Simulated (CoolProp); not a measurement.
Vapour-liquid equilibrium of CH3F (R41) (1) + chloromethane (R40) (2) at 1130 kPa; x and y are mole fractions of (1).

Values from CoolProp's multi-fluid Helmholtz-energy mixture model, Lemmon 2006 and Thol 2014; pair parameters Bell 2016.

Task: Give the bubble temperature and the first vapour's composition at x = 0.125, 0.575, 0.95. Is there an azeotrope?

Result: x = 0.125: 32.2 °C, y = 0.406; x = 0.575: -4.2 °C, y = 0.886; x = 0.95: -18.6 °C, y = 0.990. No azeotrope shows between x = 0.05 and 0.95.

The pair parameters rest on a limited set of measurements; away from them the model extrapolates.
